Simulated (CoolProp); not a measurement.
Values from CoolProp's reference Helmholtz-energy equation of state, Lemmon 2005. It is a short technical equation, of lower accuracy than the large ones.

Task: For cis-2-butene, give the phase and the density (kg/m³), Joule-Thomson coefficient (K/MPa), fugacity coefficient at 167.2 K and 5.14 MPa; 187.5 K and 0.0421 MPa; 340.6 K and 0.498 MPa.

Result: 
- 167.2 K and 5.14 MPa: liquid; density 758, Joule-Thomson coefficient -0.517, fugacity coefficient 1.28e-5
- 187.5 K and 0.0421 MPa: liquid; density 735, Joule-Thomson coefficient -0.507, fugacity coefficient 0.0108
- 340.6 K and 0.498 MPa: gas; density 11.0, Joule-Thomson coefficient 22.5, fugacity coefficient 0.908
